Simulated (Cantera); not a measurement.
# Low-pressure radical oxidation in H2/O2

An isothermal, constant-pressure homogeneous reactor starts with 1.49 % H₂, 17.0 % O₂, 81.5 % N₂, equivalence ratio 0.044, at 1175 K and 0.00227 atm.

Model: GRI-Mech 3.0 (53 species, 325 reactions), integrated in Cantera. Radical loss at walls, strong at low pressure, is not modelled.

| t (s) | x H₂ | x O₂ | x N₂O | x H | x HO₂ | x H₂O |
|---|---|---|---|---|---|---|
| 4.00e-5 | 0.0149 | 0.170 | <1e-12 | 9.80e-12 | 9.92e-12 | <1e-12 |
| 0.000102 | 0.0149 | 0.170 | <1e-12 | 2.46e-11 | 2.53e-11 | <1e-12 |
| 0.000261 | 0.0149 | 0.170 | <1e-12 | 6.01e-11 | 6.47e-11 | <1e-12 |
| 0.000666 | 0.0149 | 0.170 | <1e-12 | 1.41e-10 | 1.65e-10 | 4.81e-12 |
| 0.00170 | 0.0149 | 0.170 | <1e-12 | 3.23e-10 | 4.22e-10 | 6.43e-11 |
| 0.00434 | 0.0149 | 0.170 | <1e-12 | 9.37e-10 | 1.08e-9 | 7.81e-10 |
| 0.0111 | 0.0149 | 0.170 | <1e-12 | 6.90e-9 | 2.75e-9 | 1.33e-8 |
| 0.0283 | 0.0149 | 0.170 | <1e-12 | 7.49e-7 | 7.96e-9 | 1.78e-6 |
| 0.0722 | 0.00256 | 0.161 | 1.07e-10 | 0.00402 | 1.29e-7 | 0.00965 |
| 0.184 | 0.000352 | 0.159 | 9.70e-10 | 0.00342 | 1.13e-7 | 0.0125 |
| 0.471 | 0.000338 | 0.159 | 1.28e-9 | 0.00319 | 1.12e-7 | 0.0126 |
| 1.20 | 0.000306 | 0.160 | 1.35e-9 | 0.00268 | 1.10e-7 | 0.0129 |
| 3.07 | 0.000236 | 0.161 | 1.49e-9 | 0.00175 | 1.05e-7 | 0.0135 |
| 7.83 | 0.000129 | 0.162 | 1.84e-9 | 0.000667 | 9.01e-8 | 0.0143 |
| 20.0 | 4.00e-5 | 0.163 | 2.55e-9 | 0.000112 | 5.93e-8 | 0.0148 |
x: mole fraction; the columns are a selection and need not sum to one.

Equilibrium at this temperature and pressure: H₂ 5.84e-9, O₂ 0.164, N₂O 5.08e-10, H 1.97e-10, HO₂ 7.11e-10, H₂O 0.0151 (gas phase only).
